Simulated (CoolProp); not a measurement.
Sulfur dioxide along the isobar 10.3 MPa: fugacity coefficient from the reference equation and from simpler models built on Tc = 157.5 °C, pc = 7.887 MPa, ω = 0.256; each cubic takes its own stable root.

Computed with CoolProp (reference Helmholtz-energy equation of state, Gao 2016).

| T (°C) | phase | reference |
|---|---|---|
| 18.85 | liquid | 0.03515 |
| 40.95 | liquid | 0.06860 |
| 63.05 | liquid | 0.1194 |
| 85.15 | liquid | 0.1894 |
| 107.25 | liquid | 0.2783 |
| 129.35 | liquid | 0.3835 |
| 151.45 | liquid | 0.4987 |
| 173.55 | supercritical | 0.6103 |

Problem. How far does each simpler model (van der Waals, Peng-Robinson) lie from the reference over these 8 states: mean and median of the absolute difference, and the worst?

Solution. 
- van der Waals: mean 102.6 %, median 62.5 %, worst +329.9 % at 18.85 °C and 10.3 MPa
- Peng-Robinson: mean 0.7 %, median 0.4 %, worst -2.3 % at 173.55 °C and 10.3 MPa
